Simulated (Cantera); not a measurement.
# Moist CO burnout

A perfectly stirred reactor is fed with 2.66 % CO, 2.37 % O2, 0.0304 % H2O, 94.9 % N2, equivalence ratio 0.56, at 2780 Torr; it is held at 1275 K, and followed from long to short residence time.

Computed with Cantera and GRI-Mech 3.0 (53 species, 325 reactions).

```json
[
 {"τ (s)": "23", "x CO": "8.25e-5", "x O2": "0.0106", "x H2O": "0.000307", "x H": "1.29e-8", "x H2O2": "3.46e-10"},
 {"τ (s)": "5.1", "x CO": "0.000259", "x O2": "0.0107", "x H2O": "0.000306", "x H": "5.22e-8", "x H2O2": "1.06e-9"},
 {"τ (s)": "1.1", "x CO": "0.000790", "x O2": "0.0110", "x H2O": "0.000305", "x H": "2.16e-7", "x H2O2": "3.57e-9"},
 {"τ (s)": "0.25", "x CO": "0.00219", "x O2": "0.0116", "x H2O": "0.000303", "x H": "7.91e-7", "x H2O2": "9.75e-9"},
 {"τ (s)": "0.054", "x CO": "0.00587", "x O2": "0.0135", "x H2O": "0.000298", "x H": "2.43e-6", "x H2O2": "2.16e-8"},
 {"τ (s)": "0.012", "x CO": "0.0134", "x O2": "0.0172", "x H2O": "0.000292", "x H": "4.79e-6", "x H2O2": "3.75e-8"},
 {"τ (s)": "0.0026", "x CO": "0.0224", "x O2": "0.0216", "x H2O": "0.000291", "x H": "4.91e-6", "x H2O2": "4.81e-8"}
]
```
x: mole fraction; the columns are a selection and need not sum to one.
